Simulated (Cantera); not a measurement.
Cantera run:

```python
import numpy as np
import cantera as ct

gas_names = """
    CL CL2 H HCL H2 N NH NH2 NH3 N2 N2H2 N2H4 Si SiCL SiCL2 SiCL3 SiCL4 SiH SiHCL3 SiH2 SiH2CL2 SiH3
    SiH3CL SiH4 SiN Si2 Si2N Si3
""".split()
cond_names = """
    NH4CL(a) NH4CL(b) Si(cr) Si(L) Si3N4(a)
""".split()


# ... load() reads the species with a 1 bar reference pressure and builds the phases ...
atoms = {
    'Si3N4': {'Si': 3, 'N': 4},
    'HCl': {'H': 1, 'CL': 1},
    'H2': {'H': 2},
    'Cl2': {'CL': 2},
}
top_T = {'Si3N4(a)': 2400}  # K; cautious upper limits of use, not melting points


# ... equilibrate(T, P, feed) seeds the gas with the atoms and calls Mixture.equilibrate('TP', solver="vcs", rtol=1e-11, max_steps=5000) ...
results = []
feed = {'Si3N4': 1, 'HCl': 17, 'H2': 4.4, 'Cl2': 0.048}  # mol
P = 5  # Pa
for T in [1475, 1500, 1525, 1550, 1575, 1600, 1625, 1650, 1675, 1700, 1725]:
    mix = equilibrate(T, P, feed)
    results.append((T, P, feed, dict(zip(mix.species_names, mix.species_moles))))

top = {s: max(r[3][s] / sum(r[3][g] for g in gas_names) for r in results) for s in gas_names}
cols = sorted((s for s in top if top[s] > 0.0001), key=lambda s: -top[s])[:6]
seen = [c for c in cond_names if any(r[3].get(c, 0) > 1e-12 for r in results)]
print("log10 of partial pressures in bar; condensed amounts in mol")
print(f"{'T/K':>10s}" + "".join(f"{s[:9]:>10s}" for s in cols + seen))
for T, P, feed, n in results:
    ng = sum(n[g] for g in gas_names)
    print(f"{T:10.4g}" + "".join(f"{np.log10(max(n[s] / ng * P / 1e5, 1e-99)):10.3f}" for s in cols)
          + "".join(f"{n.get(c, 0):10.4g}" for c in seen))
```

Output:

```
log10 of partial pressures in bar; condensed amounts in mol
       T/K       HCL        H2     SiCL2        N2        CL         H
      1475    -4.629    -4.803    -5.202    -5.370    -7.206    -7.289
      1500    -4.630    -4.803    -5.201    -5.370    -7.076    -7.156
      1525    -4.630    -4.804    -5.201    -5.371    -6.950    -7.028
      1550    -4.631    -4.804    -5.200    -5.371    -6.828    -6.904
      1575    -4.632    -4.805    -5.200    -5.371    -6.711    -6.784
      1600    -4.633    -4.806    -5.200    -5.372    -6.597    -6.667
      1625    -4.635    -4.806    -5.201    -5.373    -6.487    -6.555
      1650    -4.637    -4.807    -5.202    -5.374    -6.381    -6.445
      1675    -4.640    -4.809    -5.204    -5.375    -6.278    -6.339
      1700    -4.643    -4.810    -5.207    -5.376    -6.179    -6.237
      1725    -4.647    -4.813    -5.210    -5.377    -6.083    -6.137
```

Equilibrium computed with Cantera from the NASA thermochemical tables; the gas is ideal and each condensed phase is pure. The tables' values for SiCl3, SiCl are old estimates; treat these amounts as uncertain.
